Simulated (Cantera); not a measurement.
What does this Cantera script print?

```python
import numpy as np
import cantera as ct

gas = ct.Solution("h2o2.yaml")
gas.TPX = 1148, 1333, {'H2': 0.014, 'O2': 1}
reactor = ct.IdealGasConstPressureReactor(gas, energy="off", clone=False)
net = ct.ReactorNet([reactor])
net.rtol, net.atol = 1e-08, 1e-18
show = ['H2', 'O2', 'HO2', 'O', 'OH', 'H2O', 'H2O2']
times = np.geomspace(8e-06, 40, 11)

steps = ct.SolutionArray(gas, extra=["t"])
rows = []
print(f"{'t/s':>10s}{'T/K':>9s}{'P/Pa':>11s}" + "".join(f"{s:>11s}" for s in show))
for t in times:
    while net.time < t:
        t_next = net.step()
        steps.append(gas.state, t=t_next)
    rows.append([np.interp(t, steps.t, y) for y in (steps.T, steps.P, *steps(*show).X.T)])
    print(f"{t:10.3e}{rows[-1][0]:9.1f}{rows[-1][1]:11.4g}" + "".join(f"{x:11.3e}" for x in rows[-1][2:]))
rate = np.gradient(steps.T, steps.t)
print("integrator steps:", len(steps.t))
if steps.T.max() > steps.T[0] + 200:
    print(f"time of steepest temperature rise: {steps.t[rate.argmax()]:.4e} s")
gas.TPX = 1148, 1333, {'H2': 0.014, 'O2': 1}
gas.equilibrate("TP")
print(f"equilibrium (TP): T = {gas.T:.1f} K  " + "  ".join(f"{s} {gas[s].X[0]:.3e}" for s in show))
```

It prints:

```
       t/s      T/K       P/Pa         H2         O2        HO2          O         OH        H2O       H2O2
 8.000e-06   1148.0       1333  1.381e-02  9.862e-01  3.576e-11  2.514e-12  2.500e-12  2.629e-14  9.989e-17
 3.741e-05   1148.0       1333  1.381e-02  9.862e-01  1.674e-10  4.632e-11  4.508e-11  2.310e-12  2.180e-15
 1.749e-04   1148.0       1333  1.381e-02  9.862e-01  7.840e-10  6.034e-10  5.315e-10  1.432e-10  4.765e-14
 8.181e-04   1148.0       1333  1.381e-02  9.862e-01  3.693e-09  8.897e-09  6.200e-09  7.020e-09  1.040e-12
 3.825e-03   1148.0       1333  1.380e-02  9.862e-01  5.215e-08  7.209e-06  4.675e-06  8.411e-06  3.409e-11
 1.789e-02   1148.0       1333  8.022e-05  9.751e-01  1.468e-06  1.027e-02  8.813e-04  1.290e-02  2.703e-08
 8.365e-02   1148.0       1333  4.406e-05  9.798e-01  1.153e-06  5.800e-03  6.601e-04  1.331e-02  2.589e-08
 3.912e-01   1148.0       1333  9.003e-06  9.848e-01  5.274e-07  1.172e-03  2.999e-04  1.372e-02  2.063e-08
 1.829e+00   1148.0       1333  7.203e-07  9.860e-01  1.078e-07  9.500e-05  8.589e-05  1.386e-02  8.251e-09
 8.554e+00   1148.0       1333  5.442e-08  9.861e-01  1.388e-08  7.292e-06  2.387e-05  1.389e-02  1.522e-09
 4.000e+01   1148.0       1333  6.075e-09  9.861e-01  2.653e-09  8.247e-07  8.032e-06  1.390e-02  2.352e-10
integrator steps: 1843
equilibrium (TP): T = 1148.0 K  H2 5.011e-10  O2 9.861e-01  HO2 2.961e-09  O 6.871e-08  OH 2.317e-06  H2O 1.390e-02  H2O2 2.348e-11
```

Computed with Cantera and the H2/O2 subset of GRI-Mech 3.0, which has no nitrogen chemistry. Radical loss at walls, strong at low pressure, is not modelled.
